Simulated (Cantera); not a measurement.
Charge: 1 mol SiCl₄, 0.11 mol HCl, 15 mol H₂, equilibrated at 1775 K and 1.73 Torr.

Equilibrium computed with Cantera from the NASA thermochemical tables; the gas is ideal and each condensed phase is pure. The tables' values for SiCl, SiCl₃ are old estimates; treat these amounts as uncertain. Gases not in the tables: Si₂H₆ and higher silanes. Rates play no part.

| species | before | after |
|---|---|---|
| H₂ | 0.811 | 0.819 |
| HCl | 0.124 | 0.122 |
| SiCl₂ | 0.0564 | 0.0576 |
| H | 0.00544 | 0.000446 |
| Si | 0.000881 | 7.88e-6 |
| SiH | 4.67e-5 | 9.91e-7 |
| SiCl₄ | 1.34e-6 | 3.26e-5 |
| SiCl | 0.000587 | 3.03e-5 |
| SiHCl₃ | 2.05e-6 | 2.46e-5 |
| Cl | 0.000641 | 5.36e-5 |
Gas species are given as mole fractions.

What was changed between the two runs?
A) temperature from 1775 K to 2100 K
B) H₂ from 15 to 150 mol
C) pressure from 1.73 Torr to 10.0 Torr
D) temperature from 1775 K to 1525 K

D, temperature from 1775 K to 1525 K. The tables' values for SiCl₃, SiCl are old estimates; treat these amounts as uncertain
